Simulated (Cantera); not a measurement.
A closed system holds: 1 mol Ta₂O₅, 4.3 mol H₂, 1.5 mol H₂O, at 1650 K and 0.630 bar.

Cantera equilibrium calculation (NASA polynomials, part measured and part estimated; ideal gas, pure solids and liquids). Candidate condensed phases: H₂O, Ta, Ta₂O₅; 12 gas species. Rates play no part.

Base state: H₂ 0.741, H₂O 0.259, H 9.85e-5 (mole fractions); condensed: Ta₂O₅(s).

Problem. What changes in the equilibrium state with this change: Ta₂O₅ replaced by Al₂O₃?

Solution. 
```tsv
species	before	after
H₂	0.741	0.741
H₂O	0.259	0.259
H	9.85e-5	9.85e-5
Ta₂O₅(s), mol	1.00	0
Al₂O₃(s), mol	0	1.00
```
Gases not in the tables: Al(OH)₃. Further candidate phases: Al, Al₂O₃.
